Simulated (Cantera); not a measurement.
Input (Python, Cantera):

```python
import numpy as np
import cantera as ct

gas = ct.Solution("gri30.yaml")
gas.TPX = 1598, 560000, {'CH4': 1, 'CO2': 1.4}
inlet = ct.Reservoir(gas, clone=True)

reactor = ct.IdealGasConstPressureReactor(gas, energy="off", clone=False)
exhaust = ct.Reservoir(gas, clone=True)
tau = [13, 1.8, 0.27, 0.039, 0.0057, 0.00083, 0.00012][0]
for a, b in ((inlet, reactor), (reactor, exhaust)):
    ct.MassFlowController(a, b, mdot=lambda t: reactor.mass / tau)
net = ct.ReactorNet([reactor])
show = ['CH4', 'CO2', 'O2', 'OH', 'HCO']

rows = []
print(f"{'tau/s':>10s}{'T/K':>9s}" + "".join(f"{s:>11s}" for s in show))
for tau in [13, 1.8, 0.27, 0.039, 0.0057, 0.00083, 0.00012]:
    net.initial_time = 0.0
    net.advance(30 * tau)
    before = gas.X
    net.advance(40 * tau)
    drift = np.max(np.abs(gas.X - before) / (gas.X + 1e-9))
    rows.append([gas.T, *gas[show].X, drift])
    print(f"{tau:10.3e}{gas.T:9.1f}" + "".join(f"{x:11.3e}" for x in gas[show].X))
```

Result:

```
     tau/s      T/K        CH4        CO2         O2         OH        HCO
 1.300e+01   1598.0  3.603e-02  5.797e-02  6.737e-13  1.722e-07  3.708e-08
 1.800e+00   1598.0  5.274e-02  1.010e-01  1.538e-12  2.813e-07  2.715e-08
 2.700e-01   1598.0  8.204e-02  1.836e-01  4.122e-12  3.879e-07  1.492e-08
 3.900e-02   1598.0  1.900e-01  3.667e-01  6.948e-12  2.468e-07  5.139e-09
 5.700e-03   1598.0  3.374e-01  5.382e-01  2.254e-12  5.753e-08  1.682e-09
 8.300e-04   1598.0  4.022e-01  5.794e-01  1.363e-13  9.092e-09  1.265e-09
 1.200e-04   1598.0  4.150e-01  5.831e-01  5.971e-15  2.029e-09  2.339e-10
```

Model: GRI-Mech 3.0 (53 species, 325 reactions), integrated in Cantera.
